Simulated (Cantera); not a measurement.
Charge: 1 mol PH3, 1.8 mol H2, 3.1 mol O2, equilibrated at 1798 K and 0.380 bar.

Method: chemical equilibrium by Gibbs-energy minimisation in Cantera with the NASA 1993 tables (ideal gas, pure condensed phases). Candidate condensed phases: H2O, P, P4O10; 17 gas species. Gases not in the tables: HPO2, HPO3 and P4O6. The numbers say what is thermodynamically allowed, not how fast it happens.

Base state: H2O 0.833, O2 0.0632, PO2 0.0519, P4O10 0.0502, OH 0.00185, H2 0.000284, O 4.87e-5, PO 1.00e-5 (mole fractions); condensed: gas only.

Problem. What changes in the equilibrium state with this change: temperature from 1798 K to 1073 K?

Solution. 
```tsv
species	before	after
H2O	0.833	0.880
P4O10	0.0502	0.0667
O2	0.0632	0.0533
PO2	0.0519	<1e-9
H2	0.000284	4.11e-9
O	4.87e-5	<1e-9
PO	1.00e-5	<1e-9
OH	0.00185	1.17e-6
```
